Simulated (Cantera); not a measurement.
A closed system holds: 1 mol Nb₂O₅, 11 mol H₂, 0.53 mol H₂O, equilibrated at 133 Pa.

These are equilibrium values from Cantera (NASA tables, ideal gas, pure condensed phases), not measurements of a reactor. Candidate condensed phases: H₂O, Nb, NbO, NbO₂, Nb₂O₅; 12 gas species. Condensed phases not in the tables: the oxides between NbO₂ and Nb₂O₅. Kinetics and transport are ignored. All values below are at 1050 °C.

Base state: H₂ 0.954, H₂O 0.0460, H 4.24e-5 (mole fractions); condensed: Nb₂O₅(s).

**Question.** What changes in the equilibrium state with this change: Nb₂O₅ replaced by Al₂O₃?

**Answer.** 
```
species         before    after
-------------  -------  -------
H₂               0.954    0.954
H₂O             0.0460   0.0460
H              4.24e-5  4.24e-5
Nb₂O₅(s), mol     1.00        0
Al₂O₃(s), mol        0     1.00
```
Further candidate phases: Al, Al₂O₃.
